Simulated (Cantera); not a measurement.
Input: 1 mol CCl4, 0.42 mol CH4, 0.2 mol H2, held at 0.100 bar.

These are equilibrium values from Cantera (NASA tables, ideal gas, pure condensed phases), not measurements of a reactor. Candidate condensed phases: C, C6H6, C7H8, C8H18; 91 gas species. Rates play no part.

What share of the C ends up in condensed phases as a function of T (K), at 3125, 3175, 3225, 3275, 3325, 3375, 3425, 3475?


```tsv
T (K)	C condensed (%)	as
3125	82.4	C(graphite)
3175	72.1	C(graphite)
3225	55.9	C(graphite)
3275	29.8	C(graphite)
3325	0.0	-
3375	0.0	-
3425	0.0	-
3475	0.0	-
```
